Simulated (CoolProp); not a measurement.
A single-stage vapour-compression cycle with the fluid: evaporating at 283.15 K (dew point), condensing at 350.15 K (bubble point), superheat 10 K, subcooling 2 K, compressor efficiency 0.6, no pressure losses. The same conditions are run with several fluids, on thermodynamics alone (safety and materials aside).

Computed with CoolProp (reference Helmholtz-energy equation of state of each fluid (R21: Platzer 1990; R236FA: Pan 2012; sulfur dioxide: Gao 2016; vinyl chloride: Thol 2022; propyne: Polt 1992; fluoroethane (R161): Wu 2012)). The equations of Platzer and Polt are older, rougher fits.

Task: Rank R21, R236FA, sulfur dioxide, vinyl chloride, propyne, fluoroethane (R161) by cooling COP, highest first.

Result: R21 (2.02), vinyl chloride (1.97), sulfur dioxide (1.94), propyne (1.89), fluoroethane (R161) (1.66), R236FA (1.58)

| fluid | pressure ratio | discharge temperature (K) | refrigerating effect (kJ/kg) | volumetric capacity (kJ/m³) |
|---|---|---|---|---|
| R21 | 7.54 | 433.7 | 175 | 807 |
| R236FA | 7.28 | 364.4 | 78.1 | 824 |
| sulfur dioxide | 7.29 | 515.1 | 285 | 1800 |
| vinyl chloride | 5.93 | 429.8 | 241 | 1600 |
| propyne | 5.71 | 412.0 | 335 | 2190 |
| fluoroethane (R161) | 5.16 | 406.6 | 219 | 2890 |
